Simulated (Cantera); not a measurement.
An adiabatic, constant-pressure homogeneous reactor starts with CH3OH : O2 : N2 = 1 : 2.59 : 11.1 (molar parts), at 1273 K and 9.87 atm. Integrator tolerance rtol = 1e-08.

Model: GRI-Mech 3.0 (53 species, 325 reactions), integrated in Cantera. GRI-Mech 3.0 was tuned for natural gas; its chemistry of methanol as a main component is partial and can be far from experiment.

**Question.** What does this change do: O2 2.59 to 0.9 parts?

**Answer.** 
```tsv
quantity	before	after
time of steepest temperature rise	0.560 ms	0.586 ms
temperature at 0.900 s	2353 K	1954 K
equilibrium temperature	2353 K	1954 K
x(CH3OH) at 0.900 s	<1e-12 (gas-phase equilibrium <1e-12)	<1e-12 (gas-phase equilibrium <1e-12)
x(O2) at 0.900 s	0.0664 (gas-phase equilibrium 0.0664)	2.68e-8 (gas-phase equilibrium 2.68e-8)
x(CH2O) at 0.900 s	2.27e-12 (gas-phase equilibrium 2.27e-12)	7.36e-9 (gas-phase equilibrium 7.36e-9)
x(HO2) at 0.900 s	8.10e-6 (gas-phase equilibrium 8.10e-6)	2.84e-11 (gas-phase equilibrium 2.84e-11)
x(C2H2) at 0.900 s	<1e-12 (gas-phase equilibrium <1e-12)	<1e-12 (gas-phase equilibrium <1e-12)
```

**Question.** What does this change do: CH3OH 1 to 0.74 parts?

**Answer.** 
```csv
quantity,before,after
time of steepest temperature rise,0.560 ms,0.603 ms
temperature at 0.900 s,2353 K,2133 K
equilibrium temperature,2353 K,2133 K
x(CH3OH) at 0.900 s,<1e-12 (gas-phase equilibrium <1e-12),<1e-12 (gas-phase equilibrium <1e-12)
x(O2) at 0.900 s,0.0664 (gas-phase equilibrium 0.0664),0.0960 (gas-phase equilibrium 0.0960)
x(CH2O) at 0.900 s,2.27e-12 (gas-phase equilibrium 2.27e-12),<1e-12 (gas-phase equilibrium <1e-12)
x(HO2) at 0.900 s,8.10e-6 (gas-phase equilibrium 8.10e-6),4.60e-6 (gas-phase equilibrium 4.60e-6)
x(C2H2) at 0.900 s,<1e-12 (gas-phase equilibrium <1e-12),<1e-12 (gas-phase equilibrium <1e-12)
```

**Question.** What does this change do: pressure from 9.87 atm to 3.45 atm?

**Answer.** 
```
quantity                                                              before                                      after
---------------------------------  -----------------------------------------  -----------------------------------------
time of steepest temperature rise                                   0.560 ms                                    1.26 ms
temperature at 0.900 s                                                2353 K                                     2340 K
equilibrium temperature                                               2353 K                                     2340 K
x(CH3OH) at 0.900 s                    <1e-12 (gas-phase equilibrium <1e-12)      <1e-12 (gas-phase equilibrium <1e-12)
x(O2) at 0.900 s                       0.0664 (gas-phase equilibrium 0.0664)      0.0665 (gas-phase equilibrium 0.0665)
x(CH2O) at 0.900 s                 2.27e-12 (gas-phase equilibrium 2.27e-12)  1.92e-12 (gas-phase equilibrium 1.92e-12)
x(HO2) at 0.900 s                    8.10e-6 (gas-phase equilibrium 8.10e-6)    5.99e-6 (gas-phase equilibrium 5.99e-6)
x(C2H2) at 0.900 s                     <1e-12 (gas-phase equilibrium <1e-12)      <1e-12 (gas-phase equilibrium <1e-12)
```
